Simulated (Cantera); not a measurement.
A closed system holds: 1 mol CaS, 0.14 mol H2S, 0.053 mol H2O, equilibrated at 1075 °C and 0.700 bar.

These are equilibrium values from Cantera (NASA tables, ideal gas, pure condensed phases), not measurements of a reactor. Candidate condensed phases: Ca, CaO, Ca(OH)2, CaS, CaSO4, H2O, H2SO4, S; 25 gas species. Rates play no part.

Base state: H2S 0.447, H2O 0.246, H2 0.204, S2 0.101, SH 0.00119, SO2 0.000337, S2O 0.000156, SO 3.25e-5 (mole fractions); condensed: CaS(s).

Problem. What changes in the equilibrium state with this change: temperature from 1075 °C to 1452 °C?

Solution. 
| species | before | after |
|---|---|---|
| H2 | 0.204 | 0.387 |
| H2O | 0.246 | 0.217 |
| H2S | 0.447 | 0.197 |
| S2 | 0.101 | 0.187 |
| H | 1.25e-6 | 0.000138 |
| S | 2.17e-6 | 0.000204 |
| CaS(s), mol | 1.00 | 1.00 |
